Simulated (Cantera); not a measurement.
**Ignition delay**

Mixture: H2 : O2 : N2 = 1 : 0.312 : 1.17 (molar parts), equivalence ratio 1.6, at 533 Torr, adiabatic and at constant pressure. Ignition delay is the time to a rise of 400 K.

Detailed kinetics in Cantera: the H2/O2 subset of GRI-Mech 3.0, which has no nitrogen chemistry. Where the delays flatten at high temperature, the 400 K rule measures the pace of heat release, not the induction time.

```
T0 (K)  delay (ms)
------  ----------
1200        0.0699
1275        0.0502
1350        0.0390
1425        0.0325
1500        0.0288
1575        0.0269
1650        0.0262
```
